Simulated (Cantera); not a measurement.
Charge: 1 mol SiCl4, 7.2 mol H2, held at 1075 °C and 1.00 bar.

Method: chemical equilibrium by Gibbs-energy minimisation in Cantera with the NASA 1993 tables (ideal gas, pure condensed phases). Candidate condensed phases: Si; 19 gas species. The tables' values for SiCl3 are old estimates; treat these amounts as uncertain. The numbers say what is thermodynamically allowed, not how fast it happens.

Base state: H2 0.794, HCl 0.0872, SiCl4 0.0537, SiHCl3 0.0278, SiCl2 0.0202, SiCl3 0.0147, SiH2Cl2 0.00209, SiH3Cl 4.47e-5 (mole fractions); condensed: gas only.

Q: What changes in the equilibrium state with this change: SiCl4 replaced by Si?

A: 
| species | before | after |
|---|---|---|
| H2 | 0.794 | 1.000 |
| HCl | 0.0872 | 0 |
| SiCl4 | 0.0537 | 0 |
| SiHCl3 | 0.0278 | 0 |
| SiCl2 | 0.0202 | 0 |
| SiCl3 | 0.0147 | 0 |
| SiH2Cl2 | 0.00209 | 0 |
| SiH3Cl | 4.47e-5 | 0 |
| Si(s), mol | 0 | 1.000 |
